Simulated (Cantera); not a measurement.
A perfectly stirred reactor is fed with CH4 : O2 : N2 = 1 : 1.67 : 6.27 (molar parts), at 10.0 bar; it is adiabatic with a 498 K inlet, and is followed from long to short residence time, starting on the burning branch (τ in s: 0.044, 0.023, 0.012, 0.0061, 0.0031, 0.0016, 0.00084, 0.00043, 0.00022, 0.00012, 5.9e-05, 3.1e-05, 1.6e-05).

Model: GRI-Mech 3.0 (53 species, 325 reactions), integrated in Cantera.

Question: What does this change do: O2 1.67 to 2.3 parts?

Answer: 
```json
[
 {"quantity": "blow-out, bracketed by the residence times tried", "before": "burning at 59.0 µs, out at 31.0 µs", "after": "burning at 16.0 µs, the shortest tried"},
 {"quantity": "x(CH4) at τ = 44.0 ms", "before": "1.92e-5", "after": "4.15e-7"},
 {"quantity": "x(O2) at τ = 44.0 ms", "before": "6.61e-5", "after": "0.0299"},
 {"quantity": "x(C2H6) at τ = 44.0 ms", "before": "2.49e-10", "after": "<1e-12"},
 {"quantity": "x(HCN) at τ = 44.0 ms", "before": "1.76e-6", "after": "8.54e-8"},
 {"quantity": "x(CH2CO) at τ = 44.0 ms", "before": "3.37e-8", "after": "1.19e-10"},
 {"quantity": "x(CH4) at τ = 0.840 ms", "before": "0.000207", "after": "1.92e-5"},
 {"quantity": "x(O2) at τ = 0.840 ms", "before": "0.00104", "after": "0.0334"},
 {"quantity": "x(C2H6) at τ = 0.840 ms", "before": "5.65e-8", "after": "9.12e-11"},
 {"quantity": "x(HCN) at τ = 0.840 ms", "before": "2.89e-5", "after": "9.44e-7"},
 {"quantity": "x(CH2CO) at τ = 0.840 ms", "before": "1.07e-6", "after": "7.93e-9"}
]
```
